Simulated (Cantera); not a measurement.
Input: 1 mol Cu, 0.19 mol H2O, 100 mol H2, held at 1598.15 K and 1.33 mbar.

Cantera equilibrium calculation (NASA polynomials, part measured and part estimated; ideal gas, pure solids and liquids). Candidate condensed phases: Cu, CuO, Cu(OH)2, Cu2O, H2O; 12 gas species. Kinetics and transport are ignored.

Base state: H2 0.987, Cu 0.00987, H2O 0.00188, H 0.00145 (mole fractions); condensed: gas only.

### Question
What changes in the equilibrium state with this change: pressure from 1.33 mbar to 0.380 bar?

### Answer
| species | before | after |
|---|---|---|
| H2 | 0.987 | 0.998 |
| H2O | 0.00188 | 0.00190 |
| Cu | 0.00987 | 0.000102 |
| H | 0.00145 | 8.64e-5 |
| Cu(l), mol | 0 | 0.990 |

### Question
What changes in the equilibrium state with this change: Cu replaced by Si?

### Answer
| species | before | after |
|---|---|---|
| H2 | 0.987 | 0.997 |
| SiO | 0 | 0.00189 |
| H | 0.00145 | 0.00146 |
| Cu | 0.00987 | 0 |
| H2O | 0.00188 | 8.06e-9 |
| Si | 0 | 7.04e-5 |
| Si(s), mol | 0 | 0.802 |
Further candidate phases: Si, SiO2.
